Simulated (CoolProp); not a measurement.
Fluoroethane (R161) at several states: Z from the reference equation and from simpler models built on Tc = 375.2 K, pc = 5010 kPa, ω = 0.216; each cubic takes its own stable root.

The numbers come from the reference Helmholtz-energy equation of state, Wu 2012 in CoolProp.

```tsv
T (K)	p (kPa)	phase	reference
311.1	237	gas	0.9680
181.4	5000	liquid	0.1783
180.5	53.6	liquid	0.001926
343	10.1	gas	0.9990
442.1	507	gas	0.9790
```

**Question.** How far does each simpler model (van der Waals, Redlich-Kwong, Soave-Redlich-Kwong, Peng-Robinson) lie from the reference over these 5 states: mean and median of the absolute difference, and the worst?

**Answer.** 
- van der Waals: mean 10202.5 %, median 1.0 %, worst +50938.4 % at 180.5 K and 53.6 kPa
- Redlich-Kwong: mean 7.0 %, median 0.4 %, worst +17.3 % at 180.5 K and 53.6 kPa
- Soave-Redlich-Kwong: mean 6.3 %, median 0.2 %, worst +15.6 % at 180.5 K and 53.6 kPa
- Peng-Robinson: mean 1.2 %, median 0.2 %, worst +2.8 % at 180.5 K and 53.6 kPa

At some of these states van der Waals gives the other phase, because its saturation line lies elsewhere.
